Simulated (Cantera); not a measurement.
A perfectly stirred reactor is fed with C3H8 : H2 = 1 : 85 (molar parts), at 0.0938 atm; it is held at 1900 K, and followed from long to short residence time.

Computed with Cantera and GRI-Mech 3.0 (53 species, 325 reactions). GRI-Mech 3.0 was tuned for natural gas; its chemistry of propane as a main component is partial and can be far from experiment. GRI-Mech 3.0 stops at C3 and has no aromatics, soot or wall deposition, so with more carbon than oxygen in the feed, carbon stays in small species such as C2H2 where larger ones or solid carbon would form.

One state of this run: x C3H8 = 2.38e-7; x H2 = 0.979; x CH2 = 5.47e-7; x C2H2 = 0.0151; x H = 0.00257. x: mole fraction; the columns are a selection and need not sum to one.

**Question.** Which value of τ (s) does it belong to?
A) 0.15
B) 0.47
C) 1.5
D) 0.047

**Answer.** B, 0.47
